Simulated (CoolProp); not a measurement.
Vapour-liquid equilibrium of isobutane (1) + isobutene (2) at 126 kPa; x and y are mole fractions of (1).

Computed with CoolProp (multi-fluid Helmholtz-energy mixture model, Bücker 2006 and Lemmon 2005; pair parameters Bell 2016).

| x | bubble temperature, mixture model (°C) | bubble temperature, Raoult's law (°C) | y, mixture model | y, Raoult's law |
|---|---|---|---|---|
| 0.05 | -1.7 | -1.6 | 0.062 | 0.059 |
| 0.15 | -2.3 | -2.1 | 0.179 | 0.174 |
| 0.25 | -2.9 | -2.5 | 0.289 | 0.284 |
| 0.35 | -3.5 | -3.0 | 0.393 | 0.391 |
| 0.45 | -4.0 | -3.5 | 0.493 | 0.494 |
| 0.55 | -4.4 | -4.0 | 0.589 | 0.593 |
| 0.65 | -4.8 | -4.5 | 0.683 | 0.689 |
| 0.75 | -5.2 | -4.9 | 0.775 | 0.782 |
| 0.85 | -5.6 | -5.4 | 0.865 | 0.871 |
| 0.95 | -5.9 | -5.8 | 0.955 | 0.958 |

The largest gap from Raoult's law is -0.5 K in bubble temperature, at x = 0.45. No azeotrope shows between x = 0.05 and 0.95.

The pair parameters rest on a limited set of measurements; away from them the model extrapolates.
